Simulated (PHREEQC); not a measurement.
1 kg of water holding 0.2 mol/kgw NaCl and 0.037 mol/kgw Na2CO3 is evaporated at 20 °C; the solids stay in contact with the brine. CO2 is held at log p = -3.4 (atm). The run lets Halite, Nahcolite, Natron, Trona precipitate or redissolve, and no other solid.

The series has 28 steps of water left (kg), from 0.9997 to 0.004012.

All values are PHREEQC results (Pitzer model, pitzer.dat), not measurements.

Q: Which solids form, in which order, and at which step of the series does each first stand?

A: Halite from water left = 0.03529 kg (pH 9.73); Trona from water left = 0.03529 kg (pH 9.73).

Species that the database lacks are ignored.
